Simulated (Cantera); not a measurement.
An isothermal plug-flow reactor at 925 K and 2.60 bar (inlet), inlet velocity 2.3 m/s, active area per volume 2100 1/m; feed CH4 : O2 : N2 = 0.003 : 0.049 : 0.79 (molar parts).

Cantera simulation using Deutschmann's 1995 Pt surface mechanism with GRI-Mech 3.0 gas chemistry; the numbers are that mechanism's predictions, not measurements. Catalytic surfaces can have several steady states; this one follows from the mechanism file's or the stated starting coverage. Mass transfer to the wall is taken as infinitely fast.

What does this change do: temperature 925 to 1248 K?


```csv
quantity,before,after
x(CH4) at z = 0.003 m,0.00340,0.000858
x(O2) at z = 0.003 m,0.0579,0.0529
x(H2O) at z = 0.003 m,0.000327,0.00533
x(CO2) at z = 0.003 m,0.000162,0.00264
x(CO) at z = 0.003 m,1.06e-6,1.38e-6
θ(free Pt) at the exit,0.109,0.448
θ(O*) at the exit,0.890,0.550
```
